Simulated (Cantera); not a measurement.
Cantera run:

```python
import numpy as np
import cantera as ct

gas_names = """
    B BH BH2 BH3 BN B2 H H2 N NH NH2 NH3 N2 N2H2 N2H4
""".split()
cond_names = """
    B(b) B(L) BN(s)
""".split()


# ... load() reads the species with a 1 bar reference pressure and builds the phases ...
atoms = {
    'B2H6': {'B': 2, 'H': 6},
    'NH3': {'N': 1, 'H': 3},
    'H2': {'H': 2},
}
top_T = {'BN(s)': 3200}  # K; cautious upper limits of use, not melting points


# ... equilibrate(T, P, feed) seeds the gas with the atoms and calls Mixture.equilibrate('TP', solver="vcs", rtol=1e-11, max_steps=5000) ...
results = []
feed = {'B2H6': 1, 'NH3': 9.6, 'H2': 9.3}  # mol
P = 10000  # Pa
for T in [1125, 1225, 1325, 1425, 1525, 1625, 1725, 1825, 1925, 2025, 2125, 2225, 2325]:
    mix = equilibrate(T, P, feed)
    results.append((T, P, feed, dict(zip(mix.species_names, mix.species_moles))))

top = {s: max(r[3][s] / sum(r[3][g] for g in gas_names) for r in results) for s in gas_names}
cols = sorted((s for s in top if top[s] > 1e-05), key=lambda s: -top[s])[:5]
seen = [c for c in cond_names if any(r[3].get(c, 0) > 1e-12 for r in results)]
print("log10 of partial pressures in bar; condensed amounts in mol")
print(f"{'T/K':>10s}" + "".join(f"{s[:9]:>10s}" for s in cols + seen))
for T, P, feed, n in results:
    ng = sum(n[g] for g in gas_names)
    print(f"{T:10.4g}" + "".join(f"{np.log10(max(n[s] / ng * P / 1e5, 1e-99)):10.3f}" for s in cols)
          + "".join(f"{n.get(c, 0):10.4g}" for c in seen))
```

Result:

```
log10 of partial pressures in bar; condensed amounts in mol
       T/K        H2        N2         H       BH2         B     BN(s)
      1125    -1.058    -1.905    -7.881   -14.406   -24.284         2
      1225    -1.058    -1.905    -7.035   -12.716   -21.213         2
      1325    -1.058    -1.905    -6.315   -11.284   -18.609         2
      1425    -1.058    -1.905    -5.695   -10.055   -16.373         2
      1525    -1.058    -1.905    -5.155    -8.989   -14.432         2
      1625    -1.058    -1.905    -4.680    -8.056   -12.733         2
      1725    -1.058    -1.905    -4.260    -7.233   -11.232         2
      1825    -1.058    -1.905    -3.885    -6.502    -9.898         2
      1925    -1.059    -1.905    -3.549    -5.848    -8.703         2
      2025    -1.060    -1.906    -3.246    -5.260    -7.629     1.998
      2125    -1.063    -1.907    -2.971    -4.730    -6.656     1.994
      2225    -1.067    -1.908    -2.722    -4.250    -5.772     1.982
      2325    -1.074    -1.909    -2.496    -3.815    -4.964     1.948
```

Cantera equilibrium calculation (NASA polynomials, part measured and part estimated; ideal gas, pure solids and liquids). The feed counts by its element totals alone. The tables' values for BH2 are old estimates; treat these amounts as uncertain. Gases not in the tables: B2H6 and higher boranes.
